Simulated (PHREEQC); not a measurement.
0.66 g of hydrous ferric oxide (600 m²/g; 0.2 weak and 0.005 strong sites per Fe, Dzombak-Morel constants, diffuse double layer) in 1 kg of water with 0.05 mol/kgw of an inert sodium salt and 0.0054 mmol/kgw MnCl2, at 25 °C; the pH is set by adding NaOH or the inert anion's acid. No oxygen is let in. No CO2 enters from the air. Precipitation was switched off in this run.

The series has 17 steps of pH, from 3 to 11.

Equilibrium calculation in PHREEQC: ion-association model, wateq4f.dat.

Task: Near which pH is half of the Mn sorbed, and on which side is more sorbed?

Result: Near pH 6.6, with more sorbed at higher pH.

Complexes and solids missing from the database can't appear. The oxide is taken as insoluble; below pH 4 it would dissolve.
